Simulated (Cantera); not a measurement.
Feed: 1 mol CO, 0.92 mol H₂O, 22 mol N₂, held at 1425 °C and 3.60 bar.

Equilibrium computed with Cantera from the NASA thermochemical tables; the gas is ideal and each condensed phase is pure. Candidate condensed phases: C, C₆H₆, C₇H₈, C₈H₁₈, H₂O; 136 gas species. Rates play no part.

Base state: N₂ 0.920, CO 0.0277, H₂O 0.0244, CO₂ 0.0141, H₂ 0.0141 (mole fractions); condensed: gas only.

Q: What changes in the equilibrium state with this change: CO replaced by toluene?

A: 
```json
[
 {"species": "N₂", "before": "0.920", "after": "0.790"},
 {"species": "H₂", "before": "0.0141", "after": "0.176"},
 {"species": "CO", "before": "0.0277", "after": "0.0330"},
 {"species": "H₂O", "before": "0.0244", "after": "1.02e-5"},
 {"species": "CO₂", "before": "0.0141", "after": "5.62e-7"},
 {"species": "CH₄", "before": "<1e-9", "after": "0.000123"},
 {"species": "HCN", "before": "1.16e-8", "after": "0.00135"},
 {"species": "HNC", "before": "<1e-9", "after": "4.02e-5"},
 {"species": "C(graphite), mol", "before": "0", "after": "6.04"}
]
```
